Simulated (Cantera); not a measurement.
Input: 1 mol (CH₃)₂SiCl₂, 0.31 mol C₂H₄, 3 mol H₂, at 900 K.

Points: P (Pa) = 100, 320, 1000, 3200, 10000, 32000, 100000.

Cantera's Mixture.equilibrate('TP', solver="vcs", rtol=1e-11, max_steps=5000) on the NASA tables stopped like this:

```
ERROR: FAILURE its = 5001!

*******************************************************************************
CanteraError thrown by MultiPhase::equilibrate:
VCS solver failed. Return code: -1
*******************************************************************************
```

Task: What got this run through?

Result: Several could match; the one computed here: The failure is numerical, not chemical. The same input converged with solver="gibbs", rtol=1e-10, max_steps=50000, and the result passed a check of the equilibrium conditions:
```
log10 of partial pressures in bar; condensed amounts in mol
      P/Pa        H2       CH4       HCL     SiCL4    SiHCL3     SiCL3   SiH2CL2     C(gr)    SiC(b)
       100    -3.089    -6.684    -3.803    -4.556    -6.389    -7.226    -9.245     1.828    0.7907
       320    -2.573    -5.651    -3.391    -3.942    -5.670    -6.765    -8.421     1.883     0.732
      1000    -2.069    -4.644    -2.996    -3.370    -4.990    -6.336    -7.632     1.922    0.6817
      3200    -1.558    -3.622    -2.600    -2.808    -4.313    -5.914    -6.840     1.928    0.6384
     1e+04    -1.065    -2.637    -2.219    -2.267    -3.661    -5.509    -6.077     1.854    0.6027
   3.2e+04    -0.579    -1.664    -1.837    -1.713    -3.002    -5.093    -5.314     1.593    0.5712
     1e+05    -0.138    -0.782    -1.477    -1.157    -2.364    -4.676    -4.594      1.06    0.5444
```

The gas is ideal and each condensed phase is pure. The feed counts by its element totals alone. The tables' values for SiCl3 are old estimates; treat these amounts as uncertain.
